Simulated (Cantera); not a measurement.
A perfectly stirred reactor is fed with CH4 : C2H6 : C3H8 : O2 : N2 = 1 : 0.32 : 1.1 : 16.3 : 61.2 (molar parts), at 7.80 bar; it is adiabatic with a 425 K inlet, and is followed from long to short residence time, starting on the burning branch (τ in s: 0.19, 0.081, 0.034, 0.014, 0.006, 0.0025, 0.0011, 0.00045, 0.00019, 8e-05, 3.3e-05, 1.4e-05, 5.9e-06).

Computed with Cantera and GRI-Mech 3.0 (53 species, 325 reactions). GRI-Mech 3.0 was tuned for natural gas; its chemistry of propane as a main component is partial and can be far from experiment.

x: mole fraction; the columns are a selection and need not sum to one.

```json
[
 {"τ (s)": "0.19", "T (K)": "1659", "x CH4": "1.52e-6", "x C2H6": "(withheld)", "x C3H8": "3.16e-7", "x OH": "0.000191", "x HCN": "1.11e-9", "x CH3": "4.32e-7", "x C2H2": "9.45e-7"},
 {"τ (s)": "0.081", "T (K)": "1658", "x CH4": "2.77e-6", "x C2H6": "(withheld)", "x C3H8": "6.32e-7", "x OH": "0.000231", "x HCN": "1.56e-9", "x CH3": "8.35e-7", "x C2H2": "1.55e-6"},
 {"τ (s)": "0.034", "T (K)": "1657", "x CH4": "4.99e-6", "x C2H6": "(withheld)", "x C3H8": "1.24e-6", "x OH": "0.000286", "x HCN": "2.33e-9", "x CH3": "1.59e-6", "x C2H2": "2.40e-6"},
 {"τ (s)": "0.014", "T (K)": "1654", "x CH4": "9.10e-6", "x C2H6": "(withheld)", "x C3H8": "2.44e-6", "x OH": "0.000358", "x HCN": "3.57e-9", "x CH3": "2.99e-6", "x C2H2": "3.57e-6"},
 {"τ (s)": "0.0060", "T (K)": "1649", "x CH4": "1.64e-5", "x C2H6": "(withheld)", "x C3H8": "4.60e-6", "x OH": "0.000439", "x HCN": "5.14e-9", "x CH3": "5.42e-6", "x C2H2": "5.02e-6"},
 {"τ (s)": "0.0025", "T (K)": "1640", "x CH4": "3.10e-5", "x C2H6": "(withheld)", "x C3H8": "8.93e-6", "x OH": "0.000527", "x HCN": "6.86e-9", "x CH3": "1.00e-5", "x C2H2": "6.92e-6"},
 {"τ (s)": "0.0011", "T (K)": "1622", "x CH4": "6.10e-5", "x C2H6": "(withheld)", "x C3H8": "1.74e-5", "x OH": "0.000584", "x HCN": "8.19e-9", "x CH3": "1.84e-5", "x C2H2": "9.27e-6"},
 {"τ (s)": "0.00045", "T (K)": "1559", "x CH4": "0.000206", "x C2H6": "(withheld)", "x C3H8": "5.40e-5", "x OH": "0.000429", "x HCN": "7.84e-9", "x CH3": "4.55e-5", "x C2H2": "1.46e-5"},
 {"τ (s)": "0.00019", "T (K)": "425", "x CH4": "0.0125", "x C2H6": "0.00400", "x C3H8": "0.0138", "x OH": "<1e-12", "x HCN": "<1e-12", "x CH3": "<1e-12", "x C2H2": "<1e-12"},
 {"τ (s)": "8.0e-5", "T (K)": "425", "x CH4": "0.0125", "x C2H6": "0.00400", "x C3H8": "0.0138", "x OH": "<1e-12", "x HCN": "<1e-12", "x CH3": "<1e-12", "x C2H2": "<1e-12"},
 {"τ (s)": "3.3e-5", "T (K)": "425", "x CH4": "0.0125", "x C2H6": "0.00400", "x C3H8": "0.0138", "x OH": "<1e-12", "x HCN": "<1e-12", "x CH3": "<1e-12", "x C2H2": "<1e-12"},
 {"τ (s)": "1.4e-5", "T (K)": "425", "x CH4": "0.0125", "x C2H6": "0.00400", "x C3H8": "0.0138", "x OH": "<1e-12", "x HCN": "<1e-12", "x CH3": "<1e-12", "x C2H2": "<1e-12"},
 {"τ (s)": "5.9e-6", "T (K)": "425", "x CH4": "0.0125", "x C2H6": "0.00400", "x C3H8": "0.0138", "x OH": "<1e-12", "x HCN": "<1e-12", "x CH3": "<1e-12", "x C2H2": "<1e-12"}
]
```

### Question
What belongs in the gaps?

### Answer

- 0.19, x C2H6: 9.27e-8
- 0.081, x C2H6: 1.80e-7
- 0.034, x C2H6: 3.47e-7
- 0.014, x C2H6: 6.68e-7
- 0.0060, x C2H6: 1.25e-6
- 0.0025, x C2H6: 2.43e-6
- 0.0011, x C2H6: 4.83e-6
- 0.00045, x C2H6: 1.60e-5
